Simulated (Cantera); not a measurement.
Feed: 1 mol Pb, 0.047 mol CO2, 2 mol N2, equilibrated at 2.60 bar.

Equilibrium computed with Cantera from the NASA thermochemical tables; the gas is ideal and each condensed phase is pure. Candidate condensed phases: C, Pb, PbO, PbO2, Pb3O4; 27 gas species. Gases not in the tables: (PbO)n polymers. Rates play no part. All values below are at 1400 K.

Base state: N2 0.974, CO2 0.0227, Pb 0.00335, CO 0.000176, PbO 0.000176 (mole fractions); condensed: Pb(l).

Problem. What changes in the equilibrium state with this change: CO2 from 0.047 to 6.3 mol?

Solution. 
```
species        before     after
-----------  --------  --------
CO2            0.0227     0.755
N2              0.974     0.240
Pb            0.00335   0.00335
CO           0.000176   0.00120
PbO          0.000176  0.000861
Pb(l), mol      0.993     0.962
PbO(l), mol         0   0.00284
```
Each liquid is taken as pure. Mutual solubility and eutectic melting of coexisting phases are not modelled.
